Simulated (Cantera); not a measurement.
## Si + Br₂ + H₂ (silicon etching in halogen gases)

Charge: 1 mol Si, 6.1 mol Br₂, 2.4 mol H₂, held at 1.33 mbar.

Cantera equilibrium calculation (NASA polynomials, part measured and part estimated; ideal gas, pure solids and liquids). Candidate condensed phases: Br₂, Si; 19 gas species. The tables' values for SiBr₃ are old estimates; treat these amounts as uncertain. The numbers say what is thermodynamically allowed, not how fast it happens.

From 177 °C to 1077 °C nothing is condensed. The main Si-bearing gas is SiBr₄ throughout.

| T (°C) | x HBr | x Br | x Br₂ | x SiBr₄ | x SiBr₃ |
|---|---|---|---|---|---|
| 177 | 0.640 | 4.64e-8 | 0.227 | 0.133 | <1e-12 |
| 327 | 0.640 | 3.01e-5 | 0.227 | 0.133 | <1e-12 |
| 477 | 0.640 | 0.00148 | 0.226 | 0.133 | 6.42e-11 |
| 627 | 0.634 | 0.0197 | 0.215 | 0.132 | 2.77e-8 |
| 777 | 0.605 | 0.110 | 0.159 | 0.126 | 2.28e-6 |
| 927 | 0.552 | 0.273 | 0.0590 | 0.115 | 8.54e-5 |
| 1077 | 0.524 | 0.355 | 0.0110 | 0.106 | 0.00219 |
x: gas mole fraction; nothing condenses.
